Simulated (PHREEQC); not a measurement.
Dissolve 0.33 mol HF and 0.077 mol NaF per kg of water at 80 °C. Closed to the air; pH follows from the charge balance.

All values are PHREEQC results (ion-association model, wateq4f.dat), not measurements.

```csv
quantity,before,after
pH,2.70,2.43
HF (mol/kgw),0.249,0.262
HF2- (mol/kgw),0.0409,0.0226
H2F2 (mol/kgw),0.0188,0.0206
```

### Question
Name the change that produced these shifts.
A) NaF from 0.077 to 0.0385 mol/kgw
B) HF left out
C) diluted 10-fold with water
D) HF from 0.33 to 0.495 mol/kgw
E) temperature from 80 to 70 °C

### Answer
A, NaF from 0.077 to 0.0385 mol/kgw

This is a speciation only: nothing precipitates in the calculation. wateq4f.dat counts part of the HF as a dimer, H2F2, which phreeqc.dat doesn't know; its constant is uncertain. Constants without temperature data keep their 25 °C values here.
